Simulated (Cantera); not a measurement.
Feed: 1 mol N₂O, 0.081 mol H₂O, 1.3 mol N₂, held at 10000 Pa.

Method: chemical equilibrium by Gibbs-energy minimisation in Cantera with the NASA 1993 tables (ideal gas, pure condensed phases). Candidate condensed phases: H₂O; 24 gas species. Equilibrium is a limit: real reactors are often held back by kinetics, nucleation or transport.

x: gas mole fraction; nothing condenses.

```json
[
 {"T (K)": "1448", "x N₂": "0.798", "x O₂": "0.173", "x H₂O": "0.0281", "x NO": "0.000859", "x OH": "(withheld)", "x O": "2.57e-6", "x H": "1.29e-8"},
 {"T (K)": "1548", "x N₂": "0.798", "x O₂": "0.173", "x H₂O": "0.0281", "x NO": "0.00140", "x OH": "(withheld)", "x O": "1.00e-5", "x H": "8.45e-8"},
 {"T (K)": "1648", "x N₂": "0.797", "x O₂": "0.172", "x H₂O": "0.0280", "x NO": "0.00216", "x OH": "(withheld)", "x O": "3.32e-5", "x H": "4.41e-7"},
 {"T (K)": "1748", "x N₂": "0.797", "x O₂": "0.172", "x H₂O": "0.0279", "x NO": "0.00315", "x OH": "(withheld)", "x O": "9.61e-5", "x H": "1.91e-6"},
 {"T (K)": "1848", "x N₂": "0.796", "x O₂": "0.171", "x H₂O": "0.0277", "x NO": "0.00442", "x OH": "(withheld)", "x O": "0.000248", "x H": "7.04e-6"},
 {"T (K)": "1948", "x N₂": "0.795", "x O₂": "0.170", "x H₂O": "0.0273", "x NO": "0.00597", "x OH": "(withheld)", "x O": "0.000579", "x H": "2.27e-5"},
 {"T (K)": "2048", "x N₂": "0.793", "x O₂": "0.168", "x H₂O": "0.0268", "x NO": "0.00783", "x OH": "(withheld)", "x O": "0.00124", "x H": "6.53e-5"},
 {"T (K)": "2148", "x N₂": "0.791", "x O₂": "0.166", "x H₂O": "0.0261", "x NO": "0.00997", "x OH": "(withheld)", "x O": "0.00249", "x H": "0.000170"},
 {"T (K)": "2248", "x N₂": "0.789", "x O₂": "0.163", "x H₂O": "0.0250", "x NO": "0.0124", "x OH": "(withheld)", "x O": "0.00466", "x H": "0.000402"}
]
```

Problem. Fill in the missing entries.

Solution. 
- 1448, x OH: 4.40e-5
- 1548, x OH: 0.000105
- 1648, x OH: 0.000226
- 1748, x OH: 0.000446
- 1848, x OH: 0.000813
- 1948, x OH: 0.00139
- 2048, x OH: 0.00224
- 2148, x OH: 0.00344
- 2248, x OH: 0.00503
